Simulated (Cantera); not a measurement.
Ignition delay

Mixture: CH3OH : O2 : N2 = 1 : 0.833 : 3.13 (molar parts), equivalence ratio 1.8, at 5.00 bar, adiabatic and at constant volume. Ignition delay is the time to a rise of 400 K.

Detailed kinetics in Cantera: GRI-Mech 3.0 (53 species, 325 reactions). GRI-Mech 3.0 was tuned for natural gas; its chemistry of methanol as a main component is partial and can be far from experiment.

```json
[
 {"T0 (K)": "1250", "delay (ms)": "0.948"},
 {"T0 (K)": "1325", "delay (ms)": "0.319"},
 {"T0 (K)": "1400", "delay (ms)": "0.122"},
 {"T0 (K)": "1475", "delay (ms)": "0.0527"},
 {"T0 (K)": "1550", "delay (ms)": "0.0252"},
 {"T0 (K)": "1625", "delay (ms)": "0.0131"}
]
```

```
Item                                                     Value
--------------------------------------------------  ----------
apparent activation energy between 1475 and 1625 K  180 kJ/mol
```
